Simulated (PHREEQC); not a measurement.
## Buffer

Solution (25 °C): 0.031 mol HF and 0.0034 mol NaOH per kg of water. Closed to the air; pH follows from the charge balance.

The numbers come from PHREEQC with the ion-association model, wateq4f.dat.

Each row changes one thing in this solution. Precipitation was switched off in this run.

| case | pH | ionic strength (mol/kgw) |
|---|---|---|
| as made | 2.57 | 0.00632 |
| NaOH left out | 2.38 | 0.00442 |
| NaOH from 0.0034 to 0.0051 mol/kgw | 2.66 | 0.00746 |
| HF left out | 11.50 | 0.00340 |
| HF from 0.031 to 0.0155 mol/kgw | 2.83 | 0.00498 |
| temperature from 25 to 60 °C | 2.73 | 0.00539 |
| diluted 5-fold with water | 2.87 | 0.00210 |
| NaOH from 0.0034 to 0.00374 mol/kgw | 2.58 | 0.00654 |

Complexes and solids missing from the database can't appear. wateq4f.dat counts part of the HF as a dimer, H2F2, which phreeqc.dat doesn't know; its constant is uncertain. At this temperature some constants are extrapolated from 25 °C, and those without enthalpy data are left unchanged.
